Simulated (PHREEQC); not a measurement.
A solution holds 0.097 mol/kgw KOH, 0.095 mol/kgw K2SO4 and 0.3 mol/kgw KH2PO4, at 75 °C. Closed to the air; pH follows from the charge balance.

Computed with PHREEQC (ion-association model, phreeqc.dat).

No solid was allowed to form.

Problem. What pH, activity of water, specific conductance does the model give?

Solution. pH 6.13; activity of water 0.984; specific conductance 88300 µS/cm.

Problem. In which forms is P present?

Solution. H2PO4- 68 %, HPO4-2 28 %, KHPO4- 4.4 % of the P.

Away from 25 °C the constants follow the database's enthalpies or fits; those with neither stay at their 25 °C values.
